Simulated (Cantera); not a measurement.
Input: 1 mol Ta, 0.31 mol CO₂, 2 mol H₂, held at 78.0 mbar.

These are equilibrium values from Cantera (NASA tables, ideal gas, pure condensed phases), not measurements of a reactor. Candidate condensed phases: C, C₆H₆, C₇H₈, C₈H₁₈, H₂O, Ta, TaC, Ta₂O₅; 113 gas species. Mutual solubility and eutectic melting of coexisting phases are not modelled. TaC: taken at fixed stoichiometry. Condensed phases not in the tables: Ta₂C, N, O or C dissolved in the metal. Kinetics and transport are ignored.

Over these rows the condensed part is Ta(s) + TaC(s) + Ta₂O₅(s). Partial pressures as log10 of bar:

```json
[
 {"T (K)": "1273", "1000/T (1/K)": "0.7855", "log p CO": "-8.82", "log p H₂": "-1.11"},
 {"T (K)": "1348", "1000/T (1/K)": "0.7418", "log p CO": "-7.83", "log p H₂": "-1.11"},
 {"T (K)": "1423", "1000/T (1/K)": "0.7027", "log p CO": "-6.96", "log p H₂": "-1.11"},
 {"T (K)": "1498", "1000/T (1/K)": "0.6676", "log p CO": "?", "log p H₂": "-1.11"},
 {"T (K)": "1573", "1000/T (1/K)": "0.6357", "log p CO": "-5.46", "log p H₂": "-1.11"},
 {"T (K)": "1648", "1000/T (1/K)": "0.6068", "log p CO": "-4.82", "log p H₂": "-1.11"}
]
```

**Question.** Fit log p(CO) = a + b·(1000/T) to the five rows, give the apparent enthalpy, and predict the row at 1498 K.

**Answer.** Means: 1000/T = 0.6945, log p = -6.778. Sxy = -0.486289, Sxx = 0.0217343, so b = -22.37 and a = -6.778 − (-22.37)×0.6945 = 8.76.
Apparent enthalpy: −19.145 × (-22.37) = 428 kJ/mol. The condensed phases alone fix this pressure, through TaC(s) + 1/5 Ta₂O₅(s) = CO(g) + 7/5 Ta(s), so the slope is that reaction's ΔH° and the other gases don't enter. The five rows lie within 0.01 of the line.
Prediction at 1498 K: 8.76 + (-22.37)×0.6676 = -6.17. The computed value is -6.17, 0.00 from the line.
